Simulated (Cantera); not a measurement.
A Cantera script and what it prints.

```python
import numpy as np
import cantera as ct

gas_names = """
    H HNO HNO2 HNO3 HO2 H2 H2O H2O2 N NH NH2 NH3 NH2OH NO NO2 NO3 N2 N2H2 N2H4 N2O O OH O2 O3 Si SiH
    SiH2 SiH3 SiH4 SiN SiO SiO2 Si2 Si2N Si3
""".split()
cond_names = """
    H2O(s) H2O(L) Si(cr) Si(L) SiO2(Lqz) SiO2(hqz) SiO2(L) Si2N2O(s) Si3N4(a)
""".split()


# ... load() reads the species with a 1 bar reference pressure and builds the phases ...
atoms = {
    'Si2H6': {'Si': 2, 'H': 6},
    'NO': {'N': 1, 'O': 1},
    'H2': {'H': 2},
    'N2O': {'N': 2, 'O': 1},
}
top_T = {'Si2N2O(s)': 2100, 'Si3N4(a)': 2400}  # K; cautious upper limits of use, not melting points


# ... equilibrate(T, P, feed) seeds the gas with the atoms and calls Mixture.equilibrate('TP', solver="vcs", rtol=1e-11, max_steps=5000) ...
results = []
feed = {'Si2H6': 1, 'NO': 20, 'H2': 9.5, 'N2O': 2.6}  # mol
P = 48000  # Pa
for T in [625, 725, 825, 925, 1025, 1125, 1225, 1325, 1425, 1525, 1625, 1725]:
    mix = equilibrate(T, P, feed)
    results.append((T, P, feed, dict(zip(mix.species_names, mix.species_moles))))
    x = sorted(zip(gas.X, gas.species_names), reverse=True)
    print(f"T = {T:g} K  P = {P:g} Pa  gas = {mix.phase_moles(0):.4g} mol")
    print("   x: " + "  ".join(f"{s} {v:.3e}" for v, s in x if v > 1e-06))
    print("   condensed (mol): " + ("  ".join(f"{mix.phase(i).name} {mix.phase_moles(i):.4g}"
          for i in range(1, mix.n_phases) if mix.phase_moles(i) > 1e-12) or "none"))
```

Output:

```
T = 625 K  P = 48000 Pa  gas = 28.15 mol
   x: N2 4.476e-01  H2O 4.440e-01  O2 1.083e-01
   condensed (mol): SiO2(Lqz) 2
T = 725 K  P = 48000 Pa  gas = 28.15 mol
   x: N2 4.476e-01  H2O 4.440e-01  O2 1.083e-01
   condensed (mol): SiO2(Lqz) 2
T = 825 K  P = 48000 Pa  gas = 28.15 mol
   x: N2 4.476e-01  H2O 4.440e-01  O2 1.083e-01  NO 1.645e-06
   condensed (mol): SiO2(Lqz) 2
T = 925 K  P = 48000 Pa  gas = 28.15 mol
   x: N2 4.476e-01  H2O 4.440e-01  O2 1.083e-01  NO 6.944e-06
   condensed (mol): SiO2(hqz) 2
T = 1025 K  P = 48000 Pa  gas = 28.15 mol
   x: N2 4.476e-01  H2O 4.440e-01  O2 1.083e-01  NO 2.214e-05
   condensed (mol): SiO2(hqz) 2
T = 1125 K  P = 48000 Pa  gas = 28.15 mol
   x: N2 4.476e-01  H2O 4.440e-01  O2 1.083e-01  NO 5.746e-05  OH 2.166e-06
   condensed (mol): SiO2(hqz) 2
T = 1225 K  P = 48000 Pa  gas = 28.15 mol
   x: N2 4.475e-01  H2O 4.440e-01  O2 1.083e-01  NO 1.276e-04  OH 8.957e-06
   condensed (mol): SiO2(hqz) 2
T = 1325 K  P = 48000 Pa  gas = 28.15 mol
   x: N2 4.475e-01  H2O 4.440e-01  O2 1.082e-01  NO 2.512e-04  OH 2.991e-05  NO2 1.230e-06
   condensed (mol): SiO2(hqz) 2
T = 1425 K  P = 48000 Pa  gas = 28.15 mol
   x: N2 4.474e-01  H2O 4.440e-01  O2 1.081e-01  NO 4.496e-04  OH 8.437e-05  NO2 1.528e-06  H2 1.283e-06
   condensed (mol): SiO2(hqz) 2
T = 1525 K  P = 48000 Pa  gas = 28.15 mol
   x: N2 4.472e-01  H2O 4.439e-01  O2 1.079e-01  NO 7.453e-04  OH 2.077e-04  H2 5.127e-06  O 2.685e-06  NO2 1.846e-06
   condensed (mol): SiO2(hqz) 2
T = 1625 K  P = 48000 Pa  gas = 28.15 mol
   x: N2 4.470e-01  H2O 4.437e-01  O2 1.076e-01  NO 1.160e-03  OH 4.575e-04  H2 1.730e-05  O 9.218e-06  NO2 2.179e-06
   condensed (mol): SiO2(hqz) 2
T = 1725 K  P = 48000 Pa  gas = 28.16 mol
   x: N2 4.466e-01  H2O 4.434e-01  O2 1.072e-01  NO 1.714e-03  OH 9.190e-04  H2 5.079e-05  O 2.743e-05  NO2 2.521e-06  H 1.910e-06
   condensed (mol): SiO2(L) 2
```

Cantera equilibrium calculation (NASA polynomials, part measured and part estimated; ideal gas, pure solids and liquids). The feed counts by its element totals alone. The tables hold silica as quartz up to 1696 K and as liquid above; real silica turns to tridymite and cristobalite and melts near 1996 K. Gases not in the tables: Si(OH)4.
